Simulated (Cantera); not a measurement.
A perfectly stirred reactor is fed with 4.12 % CH₄, 18.8 % O₂, 70.5 % N₂, 6.60 % H₂O, at 3000 Torr; it is adiabatic with a 673 K inlet, and is followed from long to short residence time, starting on the burning branch (τ in s: 0.18, 0.08, 0.036, 0.016, 0.0072, 0.0032, 0.0014, 0.00065, 0.00029, 0.00013, 5.8e-05).

Model: GRI-Mech 3.0 (53 species, 325 reactions), integrated in Cantera.

Predict: blow-out, bracketed by the residence times tried; x(CH₄) at τ = 0.180 s; x(O₂) at τ = 0.180 s; x(H₂O) at τ = 0.180 s; x(HO₂) at τ = 0.180 s; x(CH₄) at τ = 3.20 ms; x(O₂) at τ = 3.20 ms; x(H₂O) at τ = 3.20 ms; x(HCN) at τ = 3.20 ms; x(HO₂) at τ = 3.20 ms.


```json
{
  "blow_out_bracketed_by_the_residence_times_tried": "burning at 1.40 ms, out at 0.650 ms",
  "x(CH₄) at τ = 0.180 s": "9.08e-6",
  "x(O₂) at τ = 0.180 s": "0.105",
  "x(H₂O) at τ = 0.180 s": "0.148",
  "x(HO₂) at τ = 0.180 s": "1.21e-6",
  "x(CH₄) at τ = 3.20 ms": "0.000171",
  "x(O₂) at τ = 3.20 ms": "0.106",
  "x(H₂O) at τ = 3.20 ms": "0.147",
  "x(HCN) at τ = 3.20 ms": "3.70e-9",
  "x(HO₂) at τ = 3.20 ms": "1.92e-5"
}
```
